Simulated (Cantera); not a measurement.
An isothermal, constant-pressure homogeneous reactor starts with 0.715 % H2, 99.3 % O2, at 1200 K and 0.0395 atm.

Computed with Cantera and the H2/O2 subset of GRI-Mech 3.0, which has no nitrogen chemistry. Radical loss at walls, strong at low pressure, is not modelled.

x: mole fraction; the columns are a selection and need not sum to one.

```tsv
t (s)	x H2	x O2	x H2O2	x OH	x H	x O	x H2O
0.000700	0.00715	0.993	8.22e-12	6.06e-8	7.31e-9	8.53e-8	7.97e-8
0.00122	0.00715	0.993	2.67e-11	5.69e-7	6.69e-8	8.14e-7	8.64e-7
0.00214	0.00709	0.993	3.13e-10	2.62e-5	3.11e-6	3.77e-5	4.12e-5
0.00374	0.00178	0.988	2.02e-7	0.00134	0.000382	0.00389	0.00450
0.00654	3.41e-5	0.987	4.50e-8	0.000579	0.000200	0.00540	0.00673
0.0114	(withheld)	0.988	3.77e-8	(withheld)	(withheld)	(withheld)	0.00682
0.0200	1.42e-5	0.989	3.64e-8	0.000436	9.90e-5	0.00357	0.00688
0.0350	9.65e-6	0.990	3.42e-8	0.000360	5.55e-5	0.00242	0.00695
0.0612	5.63e-6	0.991	3.04e-8	0.000276	2.47e-5	0.00141	0.00701
0.107	2.81e-6	0.992	2.49e-8	0.000196	8.77e-6	0.000705	0.00707
0.187	(withheld)	0.992	(withheld)	(withheld)	(withheld)	(withheld)	0.00710
0.327	4.94e-7	0.993	1.15e-8	8.33e-5	6.66e-7	0.000126	0.00713
0.572	1.91e-7	0.993	6.39e-9	5.22e-5	1.63e-7	4.92e-5	0.00715
1.00	7.43e-8	0.993	3.22e-9	3.28e-5	4.01e-8	1.93e-5	0.00716
```

Question: What belongs in the gaps?

Answer: 
- 0.0114, x H2: 1.83e-5
- 0.0114, x OH: 0.000495
- 0.0114, x H: 0.000146
- 0.0114, x O: 0.00462
- 0.187, x H2: 1.23e-6
- 0.187, x H2O2: 1.81e-8
- 0.187, x OH: 0.000130
- 0.187, x H: 2.57e-6
- 0.187, x O: 0.000311
